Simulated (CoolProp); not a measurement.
Saturation properties of CH3F (R41).

Model: reference Helmholtz-energy equation of state, Lemmon 2006, in CoolProp. It is a short technical equation, of lower accuracy than the large ones.

| T (K) | p (kPa) | enthalpy of vaporisation (kJ/kg) | vapour Z |
|---|---|---|---|
| 170.3 | 21.08 | 519.5 | 0.9837 |
| 179.8 | 41.04 | 507.6 | 0.9754 |
| 189.3 | 74.13 | 495.2 | 0.9647 |
| 198.7 | 125.1 | 482.2 | 0.9514 |
| 208.2 | 201.2 | 468.3 | 0.9349 |
| 217.7 | 309.3 | 453.3 | 0.9151 |
| 227.2 | 457.4 | 437.3 | 0.8917 |
| 236.6 | 651.8 | 420.0 | 0.8648 |
| 246.1 | 906.0 | 400.8 | 0.8336 |
| 255.6 | 1228 | 379.6 | 0.7978 |

It boils at 194.8 K under 1 atm.
